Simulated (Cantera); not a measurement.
Feed: 1 mol SiH2Cl2, 3.2 mol N2, held at 2173 K and 53000 Pa.

Equilibrium computed with Cantera from the NASA thermochemical tables; the gas is ideal and each condensed phase is pure. Candidate condensed phases: NH4Cl, Si, Si3N4; 28 gas species. The tables' values for SiCl3, SiCl, SiN are old estimates; treat these amounts as uncertain. Gases not in the tables: Si2H6 and higher silanes. Equilibrium is a limit: real reactors are often held back by kinetics, nucleation or transport.

Base state: N2 0.614, H2 0.141, SiCl2 0.136, HCl 0.0985, SiCl3 0.00341, H 0.00249, SiCl 0.00140, Cl 0.00127 (mole fractions); condensed: Si(l).

Q: What changes in the equilibrium state with this change: temperature from 2173 K to 1673 K?

A: 
```csv
species,before,after
N2,0.614,0.597
HCl,0.0985,0.225
H2,0.141,0.102
SiCl2,0.136,0.0383
SiCl4,7.72e-5,0.0178
SiCl3,0.00341,0.0181
Si2N,6.13e-5,<1e-9
Si,0.000534,1.69e-8
SiH,6.82e-5,6.67e-9
"Si(l), mol",0.261,0
"Si3N4(s), mol",0,0.217
```
The tables' values for SiCl3 are old estimates; treat these amounts as uncertain.
